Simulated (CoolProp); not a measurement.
Nitrogen at 374.29 K and 11.9 MPa is compressed adiabatically to 56 MPa with isentropic efficiency 0.75. Each further row changes one setting.

Computed with CoolProp (reference Helmholtz-energy equation of state, Span 2000).

| case | work (kJ/kg) | final temperature (K) | final density (kg/m³) |
|---|---|---|---|
| as stated | 334 | 654.1 | 226 |
| efficiency 1 | 250 | 583.1 | 249 |
| efficiency 0.65 | 385 | 697.8 | 214 |
